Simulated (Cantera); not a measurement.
Equilibrium for aluminium nitride and oxide growth: AlCl3 + N2 + H2

Feed: 1 mol AlCl3, 6.6 mol N2, a varied amount of H2, held at 1448.15 K and 0.00470 bar.

Cantera equilibrium calculation (NASA polynomials, part measured and part estimated; ideal gas, pure solids and liquids). Candidate condensed phases: Al, AlCl3, AlN, NH4Cl; 20 gas species. The tables' values for AlCl2 are old estimates; treat these amounts as uncertain. Kinetics and transport are ignored.

```tsv
n(H2) (mol)	x H2	x N2	x HCl	x AlCl3	x AlCl	x AlCl2	n AlN(s)
3.8	0.293	0.564	0.0716	0.0548	0.00919	0.00727	0.177
7.2	0.444	0.432	0.0731	0.0357	0.00870	0.00571	0.250
14	0.609	0.295	0.0649	0.0189	0.00799	0.00398	0.327
26	0.742	0.189	0.0510	0.00848	0.00710	0.00251	0.387
49	0.842	0.112	0.0351	0.00296	0.00595	0.00136	0.414
92	0.908	0.0640	0.0216	0.000817	0.00467	0.000633	0.387
170	0.947	0.0362	0.0123	0.000188	0.00346	0.000261	0.303
330	0.972	0.0193	0.00622	3.22e-5	0.00237	8.95e-5	0.157
610	0.984	0.0107	0.00319	5.58e-6	0.00158	3.04e-5	0
```
x: gas mole fraction; n: condensed amount in mol.

From 3.8 mol H2 to 330 mol H2 the condensed part is AlN(s). At 610 mol H2 nothing is condensed. The main Al-bearing gas is AlCl3 at 3.8 mol H2 and AlCl at 610 mol H2. The share of Al in condensed phases is highest at 49 mol H2 (41.4 %) and lowest at 610 mol H2 (0.0 %).
